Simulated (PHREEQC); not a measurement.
Consider water at 38 °C with 0.001 mol CaCl2, 0.00021 mol CO2 and 3.4e-05 mol MgSO4 per kg of water. Closed to the air; pH follows from the charge balance.

All values are PHREEQC results (ion-association model, wateq4f.dat), not measurements.

This is a speciation only: nothing precipitates in the calculation.

Predict the pH.

pH 5.00.

In which forms is S present?

SO4-2 87 %, CaSO4 12 %, MgSO4 0.6 % of the S.

At this temperature some constants are extrapolated from 25 °C, and those without enthalpy data are left unchanged.
